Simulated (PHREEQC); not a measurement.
## City or well water

Synthetic water in mg/kgw, 25 °C, pH 6.53, pe 11.9:

```json
[
 {"constituent": "Na", "mg/kgw": "20.9"},
 {"constituent": "K", "mg/kgw": "127"},
 {"constituent": "Ca", "mg/kgw": "13.3"},
 {"constituent": "Mg", "mg/kgw": "1.89"},
 {"constituent": "Cl", "mg/kgw": "101"},
 {"constituent": "S(6) as SO4", "mg/kgw": "28.9"},
 {"constituent": "Alkalinity as HCO3", "mg/kgw": "202"},
 {"constituent": "Cu(2)", "mg/kgw": "8.52"}
]
```

Cl is adjusted to close the charge balance.
Valence states are taken as typed.

Equilibrium calculation in PHREEQC: ion-association model, wateq4f.dat.

| Property | Value |
|---|---|
| ionic strength | 0.00574 mol/kgw |

```
species  molality  activity   log γ
-------  --------  --------  ------
K+        0.00324   0.00299  -0.035
HCO3-     0.00313   0.00290  -0.034
CO2       0.00192   0.00192   0.001
Cl-       0.00133   0.00123  -0.035
Na+      0.000907  0.000837  -0.035
Ca+2     0.000313  0.000229  -0.136
SO4-2    0.000282  0.000206  -0.138
Mg+2      7.32e-5   5.36e-5  -0.135
CuCO3     5.75e-5   5.75e-5   0.001
CuHCO3+   3.66e-5   3.38e-5  -0.035
Cu+2      3.17e-5   2.33e-5  -0.134
CaSO4     9.37e-6   9.38e-6   0.001
CaHCO3+   9.13e-6   8.45e-6  -0.034
```

No solid was allowed to form. Examples of supersaturated solids here: Malachite, Brochantite. Others may be too. Complexes and solids missing from the database can't appear.
